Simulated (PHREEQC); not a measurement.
Make-up at 25 °C: 0.025 mol/kgw CaCl2, 1.5e-05 mol/kgw CO2 and 6.8e-05 mol/kgw MgSO4. Closed to the air; pH follows from the charge balance.

Model: ion-association model, phreeqc.dat, run in PHREEQC.

**Question.** The ionic strength comes out as 0.0752 mol/kgw. What activity coefficients do Mg+2, Cl-, H+, HCO3-, Ca+2 get?

**Answer.** Mg+2 0.44, Cl- 0.79, H+ 0.84, HCO3- 0.81, Ca+2 0.42.

Precipitation was switched off in this run. Species that the database lacks are ignored.
